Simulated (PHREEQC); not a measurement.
**Spent oxide etchant: an equilibrium model**

Dissolve 71 mmol/kgw NH4HF2, 110 mmol/kgw H2SiF6, 5.1 mmol/kgw HBF4 and 12 mmol/kgw H2SO4 at 20 °C. Closed to the air; pH follows from the charge balance.

Equilibrium calculation in PHREEQC: ion-association model, phreeqc.dat.

The pH comes out as 0.88. The ionic strength comes out as 0.354 mol/kgw and the activity of water comes out as 0.991. The density comes out as 1.011 g/cm³ and the total alkalinity is -775 meq/kg.

| species | molality | activity | log γ |
|---|---|---|---|
| H+ | 0.171 | 0.133 | -0.109 |
| HF | 0.140 | 0.151 | 0.035 |
| SiF6-2 | 0.110 | 0.0270 | -0.609 |
| NH4+ | 0.0706 | 0.0443 | -0.202 |
| HSO4- | 0.00913 | 0.00669 | -0.135 |
| BF4- | 0.00509 | 0.00373 | -0.135 |
| SO4-2 | 0.00242 | 0.000576 | -0.624 |
| F- | 0.00125 | 0.000830 | -0.179 |
| HF2- | 0.000631 | 0.000462 | -0.135 |
| NH4SO4- | 0.000449 | 0.000329 | -0.135 |
| BF3OH- | 1.11e-5 | 8.17e-6 | -0.135 |
| BF2(OH)2- | 8.33e-8 | 6.10e-8 | -0.135 |

No solid was allowed to form. SiF6-2 is the database's only silicon fluoride. Real BF4- forms and hydrolyses slowly; the run takes it at equilibrium.
